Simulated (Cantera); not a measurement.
# Ignition delay

Mixture: CH4 : O2 : N2 : H2O = 1 : 2.74 : 10.3 : 0.53 (molar parts), at 9.87 atm, adiabatic and at constant volume. Ignition delay is the time to a rise of 400 K.

Cantera simulation using GRI-Mech 3.0 (53 species, 325 reactions); the numbers are that mechanism's predictions, not measurements.

```tsv
T0 (K)	delay (ms)
1250	2.20
1300	1.25
1350	0.731
1400	0.437
1450	0.266
1500	0.166
1550	0.105
1600	0.0677
1650	0.0445
1700	0.0299
```

```yaml
apparent activation energy between 1600 and 1700 K: 180 kJ/mol
```
